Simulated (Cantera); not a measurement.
Charge: 1 mol B₂H₆, 13 mol N₂, held at 1827 °C and 35.3 Torr.

Cantera equilibrium calculation (NASA polynomials, part measured and part estimated; ideal gas, pure solids and liquids). Candidate condensed phases: B, BN; 15 gas species. The feed counts by its element totals alone. The tables' values for BH₂ are old estimates; treat these amounts as uncertain. Rates play no part.

Base state: N₂ 0.797, H₂ 0.196, H 0.00637, BH₂ 1.81e-5 (mole fractions); condensed: BN(s).

Problem. What changes in the equilibrium state with this change: pressure from 35.3 Torr to 2.55 Torr?

Solution. 
```json
[
 {"species": "N₂", "before": "0.797", "after": "0.791"},
 {"species": "H₂", "before": "0.196", "after": "0.186"},
 {"species": "H", "before": "0.00637", "after": "0.0230"},
 {"species": "B", "before": "1.58e-6", "after": "8.14e-5"},
 {"species": "BH₂", "before": "1.81e-5", "after": "6.40e-5"},
 {"species": "BN(s), mol", "before": "2.00", "after": "2.00"}
]
```

Problem. What changes in the equilibrium state with this change: temperature from 1827 °C to 1977 °C?

Solution. 
```tsv
species	before	after
N₂	0.797	0.794
H₂	0.196	0.191
H	0.00637	0.0150
BH₂	1.81e-5	9.38e-5
B	1.58e-6	3.35e-5
BN(s), mol	2.00	2.00
```
